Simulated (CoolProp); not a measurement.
Model: reference Helmholtz-energy equation of state, Lemmon 2005, in CoolProp. It is a short technical equation, of lower accuracy than the large ones.

Give the vapour pressure (bar), vapour density (kg/m³), liquid cp (kJ/(kg K)), surface tension (mN/m) of saturated cis-2-butene at 330.4 K.


| T (K) | p (bar) | vapour density (kg/m³) | liquid cp (kJ/(kg K)) | surface tension (mN/m) |
|---|---|---|---|---|
| 330.4 | 5.40 | 12.6 | 2.42 | 10.1 |

Surface tension comes from a separate correlation (Mulero 2014).
